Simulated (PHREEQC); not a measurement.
A PHREEQC input (ion-association model, phreeqc.dat):

```
SOLUTION 1
  temp 25
  units mg/L
  pH 6.18
  pe -0.1
  Na 0.0101
  K 0.002
  Ca 0.00827
  Mg 0.00162
  Cl 0.0172
  S(6) 0.00836 as S
  Alkalinity 0.0264 as HCO3
  Sr 0.000177
  Br 0.000118
  Zn 0.000106
END
USE solution 1
EQUILIBRIUM_PHASES 1
  Quartz 0 0.5
  CO2(g) -2 10
END
```

The run finishes without an error or a warning.

Its last state differs from that of the intended input:

| quantity | as run | intended |
|---|---|---|
| ionic strength (mol/kgw) | 1.39e-5 | 1.36e-5 |
| HSO4- (mol/kgw) | 3.02e-10 | 1.01e-10 |

Q: One thing in the input isn't as intended. What explains the difference?

A: Several could match; the one computed here: The fault: sulfate typed 'as S' though the number is for SO4. The line should read `as SO4` where the input has `as S`.
